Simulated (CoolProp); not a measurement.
R134a along the isobar 21100 kPa: density (kg/m³) from the reference equation and from simpler models built on Tc = 101.1 °C, pc = 4059 kPa, ω = 0.327; each cubic takes its own stable root.

Computed with CoolProp (reference Helmholtz-energy equation of state, Tillner-Roth 1994).

```csv
T (°C),phase,reference,van der Waals,Redlich-Kwong,Soave-Redlich-Kwong,Peng-Robinson
-13.45,liquid,1393,854.9,1201,1235,1387
6.55,liquid,1342,836.0,1160,1193,1340
26.55,liquid,1289,816.7,1118,1148,1289
46.55,liquid,1235,796.9,1074,1099,1233
66.55,liquid,1178,776.5,1029,1047,1172
86.55,liquid,1119,755.7,982.7,991.0,1106
106.55,supercritical,1056,734.5,935.3,931.9,1036
126.55,supercritical,991.4,712.7,887.1,870.6,963.5
146.55,supercritical,923.9,690.6,838.8,808.3,889.4
```
